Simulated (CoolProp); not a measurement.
A Linde-Hampson liquefier for ethane: isothermal reversible compression at 320 K from 1 atm to 25 MPa, throttling to 1 atm, return gas leaving the recuperator 0 K below the feed. Each further row changes one setting.

Model: reference Helmholtz-energy equation of state, Bücker 2006, in CoolProp.

| case | liquid yield per pass | compression work (kJ/kg of gas) |
|---|---|---|
| as stated | 0.467 | 378 |
| high pressure 50 MPa | 0.451 | 436 |
| warm-end temperature 350 K | 0.390 | 443 |
| warm-end gap 5 K | 0.460 | 378 |
